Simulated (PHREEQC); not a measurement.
1 kg of water holding 0.0039 mol NaCl, 0.0076 mol NaHCO3, 0.098 mol Na2CO3, 0.025 mol KCl and 0.031 mol Na2SO4 is evaporated at 25 °C; the solids stay in contact with the brine. CO2 is held at log p = -3.4 (atm). The run lets Arcanite, Burkeite, Glaserite, Halite, Kalicinite, Mirabilite, Misenite, Nahcolite, Natron, Sylvite, Thenardite, Trona precipitate or redissolve, and no other solid.

The series has 26 steps of water left (kg), from 0.9995 to 0.004746.

Equilibrium calculation in PHREEQC: Pitzer model, pitzer.dat.

### Question
Which solids form, in which order, and at which step of the series does each first stand?

### Answer
Trona from water left = 0.03489 kg (pH 10.10); Glaserite from water left = 0.02227 kg (pH 10.05); Thenardite from water left = 0.01073 kg (pH 9.89), last present at water left = 0.006185 kg; Burkeite from water left = 0.004746 kg (pH 9.76); Halite from water left = 0.004746 kg (pH 9.76).

Species that the database lacks are ignored.
